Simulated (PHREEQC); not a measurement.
**Leach liquor**

Solution (75 °C): 0.054 mol/kgw H2SO4, 0.0013 mol/kgw ZnSO4 and 0.00037 mol/kgw MgSO4. It is in equilibrium with CO2 at log p = -3.5 (atm). Otherwise closed; pH follows from the charge balance.

The numbers come from PHREEQC with the ion-association model, wateq4f.dat.

This is a speciation only: nothing precipitates in the calculation.

Predict the pH.

pH 1.31.

In which forms is Zn present?

Zn+2 76 %, ZnSO4 23 %, Zn(SO4)2-2 0.8 % of the Zn.

Away from 25 °C the constants follow the database's enthalpies or fits; those with neither stay at their 25 °C values.
